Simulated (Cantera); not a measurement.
A closed system holds: 1 mol SiHCl3, 0.88 mol C2H4, 1.6 mol H2, equilibrated at 8.30 mbar.

Equilibrium computed with Cantera from the NASA thermochemical tables; the gas is ideal and each condensed phase is pure. Candidate condensed phases: C, C6H6, C7H8, C8H18, Si, SiC; 109 gas species. The tables' values for SiCl, SiCl3 are old estimates; treat these amounts as uncertain. Gases not in the tables: Si2H6 and higher silanes. The numbers say what is thermodynamically allowed, not how fast it happens.

x: gas mole fraction; n: condensed amount in mol.

```csv
T (K),x H2,x HCl,x H,x SiCl4,x Cl,x SiCl2,x Si,x SiC2,x SiCl,n C(graphite),n SiC(s)
1050,0.633,0.287,7.08e-8,0.0774,2.93e-8,0.000144,<1e-12,<1e-12,<1e-12,1.16,0.603
1250,0.499,0.474,3.75e-6,0.0207,3.04e-6,0.00256,2.26e-12,<1e-12,1.29e-9,0.900,0.860
1450,0.462,0.522,…,…,…,…,…,…,1.75e-7,0.845,0.914
1650,0.468,0.505,0.000682,0.000259,0.000577,0.0241,4.01e-7,2.24e-9,6.16e-6,0.899,0.860
1850,0.480,0.471,…,…,…,…,…,…,9.39e-5,…,…
2050,0.487,0.426,0.0174,6.87e-6,0.0113,0.0555,0.000611,3.18e-5,0.000800,1.07,0.687
2250,0.469,0.363,0.0558,1.37e-6,0.0313,0.0643,0.00889,0.00103,0.00437,1.18,0.543
2450,0.375,0.273,0.135,2.14e-7,0.0697,0.0485,0.0622,0.0139,0.0127,1.49,0
```

Task: What belongs in the gaps?

Result: 
- 1850, x H: 0.00410
- 1850, x SiCl4: 3.77e-5
- 1850, x Cl: 0.00306
- 1850, x SiCl2: 0.0402
- 1850, x Si: 2.34e-5
- 1850, x SiC2: 4.52e-7
- 1850, n C(graphite): 0.981
- 1850, n SiC(s): 0.778
- 1450, x H: 7.05e-5
- 1450, x SiCl4: 0.00235
- 1450, x Cl: 6.50e-5
- 1450, x SiCl2: 0.0108
- 1450, x Si: 2.21e-9
- 1450, x SiC2: 2.48e-12
